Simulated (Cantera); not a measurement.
A freely propagating, adiabatic, planar premixed flame of 5.94 % C₃H₈, 19.8 % O₂, 74.3 % N₂, unburnt at 450 K and 9.87 atm; multicomponent transport, grid criteria slope 0.08 and curve 0.16, no radiation.

Detailed kinetics in Cantera: GRI-Mech 3.0 (53 species, 325 reactions). GRI-Mech 3.0 was tuned for natural gas; its chemistry of propane as a main component is partial and can be far from experiment. Burning velocities carry a grid error of a few per cent, more on coarse grids.

x: mole fraction of selected species; z is measured from the peak of heat release.

| z (mm) | T (K) | u (m/s) | x C₃H₈ | x O₂ | x CH₄ | x OH | x HCO | x H₂ |
|---|---|---|---|---|---|---|---|---|
| -0.294 | 451 | 0.206 | 0.0592 | 0.197 | 7.18e-6 | <1e-8 | <1e-8 | 0.00359 |
| -0.196 | 456 | 0.210 | 0.0589 | 0.195 | 6.51e-5 | <1e-8 | <1e-8 | 0.00889 |
| -0.147 | 477 | 0.221 | 0.0585 | 0.192 | 0.000257 | <1e-8 | <1e-8 | 0.0146 |
| -0.0979 | 591 | 0.279 | 0.0565 | 0.178 | 0.00123 | <1e-8 | <1e-8 | 0.0242 |
| -0.0490 | 1020 | 0.501 | 0.0405 | 0.127 | 0.00494 | 6.60e-7 | 2.95e-8 | 0.0367 |
| -0.0245 | 1388 | 0.707 | 0.0170 | 0.0812 | 0.00809 | 1.33e-5 | 1.72e-6 | 0.0430 |
| 0 | 1760 | 0.922 | 0.000545 | 0.0345 | 0.00798 | 0.000156 | 9.95e-6 | 0.0473 |
| 0.0245 | 1952 | 1.03 | 7.22e-7 | 0.0127 | 0.00487 | 0.000240 | 2.90e-6 | 0.0484 |
| 0.0490 | 2027 | 1.07 | ? | ? | ? | ? | ? | 0.0495 |
| 0.0979 | 2072 | 1.09 | <1e-8 | ? | ? | ? | ? | 0.0518 |
| 0.196 | 2087 | 1.10 | <1e-8 | 0.000200 | 0.00208 | 7.87e-5 | 1.23e-7 | 0.0550 |
| 0.392 | 2087 | 1.10 | <1e-8 | 1.32e-5 | 0.00159 | 6.44e-5 | 9.02e-8 | 0.0584 |
| 0.784 | 2083 | 1.10 | <1e-8 | 2.37e-7 | 0.00110 | 5.94e-5 | 8.16e-8 | 0.0617 |

Problem. Fill in the missing entries.

Solution. 
- 0.0490, x C₃H₈: 1.72e-8
- 0.0490, x O₂: 0.00522
- 0.0490, x CH₄: 0.00347
- 0.0490, x OH: 0.000213
- 0.0490, x HCO: 1.11e-6
- 0.0979, x O₂: 0.00134
- 0.0979, x CH₄: 0.00261
- 0.0979, x OH: 0.000132
- 0.0979, x HCO: 3.19e-7
